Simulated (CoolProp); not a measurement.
The fluoroketone C6F12O (FK-5-1-12) along the isobar 4770 kPa: Z from the reference equation and from simpler models built on Tc = 441.8 K, pc = 1869 kPa, ω = 0.471; each cubic takes its own stable root.

Computed with CoolProp (reference Helmholtz-energy equation of state, McLinden 2015).

| T (K) | phase | reference |
|---|---|---|
| 274.6 | liquid | 0.3912 |
| 302.8 | liquid | 0.3717 |
| 331 | liquid | 0.3582 |
| 359.1 | liquid | 0.3501 |
| 387.3 | liquid | 0.3480 |
| 415.5 | liquid | 0.3535 |
| 443.7 | supercritical | 0.3712 |
| 471.8 | supercritical | 0.4131 |
| 500 | supercritical | 0.4965 |

**Question.** How far does each simpler model (Soave-Redlich-Kwong, Peng-Robinson) lie from the reference over these 9 states: mean and median of the absolute difference, and the worst?

**Answer.** 
- Soave-Redlich-Kwong: mean 10.8 %, median 9.1 %, worst +15.4 % at 471.8 K and 4770 kPa
- Peng-Robinson: mean 3.7 %, median 3.8 %, worst +6.7 % at 500 K and 4770 kPa
